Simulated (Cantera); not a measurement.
Cantera with NASA thermochemical tables; ideal gases at 1 bar, condensed phases pure. Values are per mole of reaction as written; species without (g) are pure solids or liquids, kept so even where they would boil at 1 bar.

Task: Between 900 and 2400 K, where is each reaction favourable under standard conditions?
- 5 N2(g) + 4 Ta2O5 ⇌ 10 NO2(g) + 8 Ta

Result: 
- 5 N2(g) + 4 Ta2O5 ⇌ 10 NO2(g) + 8 Ta: ΔG° is 7492 kJ at 900 K and 6106 kJ at 2400 K; it stays positive (K < 1). ΔH° is 7697 kJ and ΔS° 663 J/K at 2400 K.
